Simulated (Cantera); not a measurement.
**Low-pressure radical oxidation in H2/O2**

An isothermal, constant-pressure homogeneous reactor starts with H2 : O2 = 0.061 : 1 (molar parts), equivalence ratio 0.030, at 1050 K and 1.80 Torr.

Detailed kinetics in Cantera: GRI-Mech 3.0 (53 species, 325 reactions). Radical loss at walls, strong at low pressure, is not modelled. The temperature is held fixed by assumption; the heat of reaction is taken as removed at once.

```tsv
t (s)	x H2	x O2	x H2O	x O	x OH	x H	x H2O2
9.00e-6	0.0575	0.943	<1e-12	<1e-12	<1e-12	3.11e-12	<1e-12
2.43e-5	0.0575	0.943	<1e-12	<1e-12	<1e-12	8.28e-12	<1e-12
6.58e-5	0.0575	0.943	<1e-12	1.32e-12	1.27e-12	2.16e-11	<1e-12
0.000178	0.0575	0.943	1.23e-12	8.95e-12	8.20e-12	5.41e-11	<1e-12
0.000480	0.0575	0.943	1.95e-11	5.65e-11	4.54e-11	1.30e-10	<1e-12
0.00130	0.0575	0.943	2.67e-10	3.51e-10	2.24e-10	3.67e-10	<1e-12
0.00351	0.0575	0.943	4.60e-9	3.43e-9	1.83e-9	2.38e-9	<1e-12
0.00949	0.0575	0.943	5.58e-7	3.40e-7	1.75e-7	2.20e-7	3.17e-12
0.0256	0.0281	0.924	0.0223	0.0116	0.00385	0.0105	6.32e-8
0.0693	0.00101	0.904	0.0493	0.0312	0.00214	0.0125	1.50e-8
0.187	0.000828	0.911	0.0516	0.0253	0.00194	0.00911	1.59e-8
0.506	0.000509	0.924	0.0552	0.0148	0.00153	0.00415	1.79e-8
1.37	0.000170	0.935	0.0580	0.00483	0.000885	0.000771	1.95e-8
3.70	3.07e-5	0.940	0.0589	0.000868	0.000376	5.87e-5	1.65e-8
10.0	4.54e-6	0.941	0.0591	0.000129	0.000146	3.38e-6	9.65e-9
```
x: mole fraction; the columns are a selection and need not sum to one.

Equilibrium at this temperature and pressure: H2 4.54e-10, O2 0.941, H2O 0.0592, O 1.33e-8, OH 1.48e-6, H 3.55e-12, H2O2 1.46e-11 (gas phase only).
